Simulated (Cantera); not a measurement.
Cantera run, input and output.

```python
import numpy as np
import cantera as ct

gas = ct.Solution("gri30.yaml")
gas.TPX = 350, 17000, {'CH4': 1, 'O2': 2, 'N2': 7.52}
flame = ct.FreeFlame(gas, width=0.14)
flame.set_refine_criteria(ratio=3, slope=0.08, curve=0.16)
flame.transport_model = "mixture-averaged"
flame.solve(loglevel=0, auto=True)
flame.transport_model = "multicomponent"
flame.soret_enabled = True
flame.solve(loglevel=0, refine_grid=True)
z, T = flame.grid, flame.T
thick = (T[-1] - T[0]) / np.gradient(T, z).max()
show = ['CH4', 'O2', 'H', 'C2H', 'CO2', 'C2H2']
print(f"laminar burning velocity  {flame.velocity[0] * 100:.3f} cm/s")
print(f"burnt temperature         {T[-1]:.1f} K")
print(f"thermal thickness         {thick * 1e3:.4f} mm")
print(f"grid points               {len(z)}")
z0 = z[flame.heat_release_rate.argmax()]
print(f"{'z/mm':>9s}{'T/K':>9s}{'u/(m/s)':>9s}" + "".join(f"{s:>11s}" for s in show))
rows = []
for k in (-3, -2, -1.5, -1, -0.5, -0.25, 0, 0.25, 0.5, 1, 2, 4, 8):
    zz = z0 + k * thick
    rows.append([k * thick, np.interp(zz, z, T), np.interp(zz, z, flame.velocity),
                 *(np.interp(zz, z, flame.X[gas.species_index(s)]) for s in show)])
    print(f"{rows[-1][0] * 1e3:9.3f}{rows[-1][1]:9.1f}{rows[-1][2]:9.3f}" + "".join(f"{x:11.3e}" for x in rows[-1][3:]))
```

It prints:

```
laminar burning velocity  73.654 cm/s
burnt temperature         2202.2 K
thermal thickness         1.8434 mm
grid points               158
     z/mm      T/K  u/(m/s)        CH4         O2          H        C2H        CO2       C2H2
   -5.530    350.0    0.737  9.503e-02  1.901e-01  4.808e-16 -2.932e-19  3.233e-09  1.705e-11
   -3.687    350.3    0.738  9.492e-02  1.899e-01  1.264e-12 -2.062e-19  1.824e-07  8.592e-10
   -2.765    352.2    0.743  9.453e-02  1.897e-01  2.309e-10  6.950e-19  2.647e-06  1.144e-08
   -1.843    383.8    0.812  9.132e-02  1.881e-01  6.591e-07 -1.309e-16  9.579e-05  3.608e-07
   -0.922    774.4    1.663  6.816e-02  1.605e-01  3.265e-04  6.050e-13  3.455e-03  1.249e-05
   -0.461   1205.7    2.626  3.917e-02  1.187e-01  1.497e-03  1.122e-09  1.029e-02  4.259e-05
    0.000   1605.9    3.540  1.019e-02  6.917e-02  5.004e-03  8.405e-08  2.164e-02  8.489e-05
    0.461   1766.8    3.906  9.092e-04  3.979e-02  9.594e-03  7.669e-08  3.456e-02  1.983e-05
    0.922   1800.5    3.970  4.124e-05  2.921e-02  1.224e-02  4.420e-09  4.508e-02  7.781e-07
    1.843   1826.7    4.009  1.050e-07  2.402e-02  1.356e-02  5.833e-12  5.616e-02  8.577e-10
    3.687   1858.6    4.063  9.297e-12  2.187e-02  1.299e-02  2.133e-16  6.217e-02  2.897e-14
    7.374   1901.9    4.145  1.982e-15  2.042e-02  1.100e-02 -1.725e-19  6.402e-02 -9.377e-18
   14.748   1962.3    4.259  1.796e-17  1.850e-02  8.263e-03 -1.530e-20  6.589e-02 -9.378e-19
```

Cantera simulation using GRI-Mech 3.0 (53 species, 325 reactions); the numbers are that mechanism's predictions, not measurements. Burning velocities carry a grid error of a few per cent, more on coarse grids.
